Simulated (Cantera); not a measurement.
Cantera run:

```python
import numpy as np
import cantera as ct

gas_names = """
    Cr CrN CrO CrO2 CrO3 N NO NO2 NO3 N2 N2O O O2 O3
""".split()
cond_names = """
    Cr(cr) Cr(L) CrN(s) Cr2N(s) Cr2O3(s) Cr2O3(L)
""".split()


# ... load() reads the species with a 1 bar reference pressure and builds the phases ...
atoms = {
    'Cr': {'Cr': 1},
    'N2O': {'N': 2, 'O': 1},
    'N2': {'N': 2},
}
top_T = {'CrN(s)': 1900, 'Cr2N(s)': 1900}  # K; cautious upper limits of use, not melting points


# ... equilibrate(T, P, feed) seeds the gas with the atoms and calls Mixture.equilibrate('TP', solver="vcs", rtol=1e-11, max_steps=5000) ...
results = []
feed = {'Cr': 1, 'N2O': 16, 'N2': 57}  # mol
T = 2125  # K
P = 10000  # Pa
mix = equilibrate(T, P, feed)
results.append((T, P, feed, dict(zip(mix.species_names, mix.species_moles))))
print(gas.report(threshold=0.001))
for i in range(1, mix.n_phases):
    print(f"{mix.phase(i).name:16s} {mix.phase_moles(i):12.5e} mol")
```

Output:

```
       temperature   2125 K
          pressure   10000 Pa
           density   0.016063 kg/m^3
  mean mol. weight   28.381 kg/kmol
   phase of matter   gas

                          1 kg             1 kmol
                     ---------------   ---------------
          enthalpy        2.1806e+06        6.1887e+07  J
   internal energy         1.558e+06        4.4219e+07  J
           entropy            9790.7        2.7787e+05  J/K
    Gibbs function       -1.8625e+07       -5.2859e+08  J
 heat capacity c_p            1281.9             36383  J/K
 heat capacity c_v            988.99             28069  J/K

                      mass frac. Y      mole frac. X     chem. pot. / RT
                     ---------------   ---------------   ---------------
                NO         0.0076614         0.0072465           -31.645
                N2           0.89329             0.905           -29.549
                 O        0.00086188         0.0015289            -16.87
                O2          0.096624          0.085702           -33.741
     [  +10 minor]          0.001559        0.00052069

Cr(cr)            0.00000e+00 mol
Cr2O3(s)          4.79173e-01 mol
```

Cantera equilibrium calculation (NASA polynomials, part measured and part estimated; ideal gas, pure solids and liquids).
